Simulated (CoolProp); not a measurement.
Normal hydrogen at 298.15 K and 0.128 MPa flows at 13 m/s in a round tube of 6 mm bore and 15 µm roughness, fully developed (64/Re and Nu = 3.66 if laminar; Colebrook and Gnielinski if turbulent). Each further row changes one setting.

Values from CoolProp's reference Helmholtz-energy equation of state, Leachman 2009.

```json
[
 {"case": "as stated", "Reynolds number": "[?]", "Darcy friction factor": "0.0702", "pressure drop (Pa/m)": "[?]", "heat-transfer coefficient (W/(m² K))": "113", "mass flow (kg/h)": "0.138"},
 {"case": "velocity 26 m/s", "Reynolds number": "1820", "Darcy friction factor": "0.0351", "pressure drop (Pa/m)": "[?]", "heat-transfer coefficient (W/(m² K))": "113", "mass flow (kg/h)": "[?]"},
 {"case": "diameter 12 mm", "Reynolds number": "1820", "Darcy friction factor": "0.0351", "pressure drop (Pa/m)": "[?]", "heat-transfer coefficient (W/(m² K))": "[?]", "mass flow (kg/h)": "[?]"}
]
```

**Question.** Complete the blanks.

**Answer.** 
- as stated, Reynolds number: 912
- as stated, pressure drop (Pa/m): 103
- velocity 26 m/s, pressure drop (Pa/m): 206
- velocity 26 m/s, mass flow (kg/h): 0.275
- diameter 12 mm, pressure drop (Pa/m): 25.7
- diameter 12 mm, heat-transfer coefficient (W/(m² K)): 56.7
- diameter 12 mm, mass flow (kg/h): 0.551

Viscosity comes from a separate model (Muzny 2013). Thermal conductivity comes from a separate model (Assael 2011).
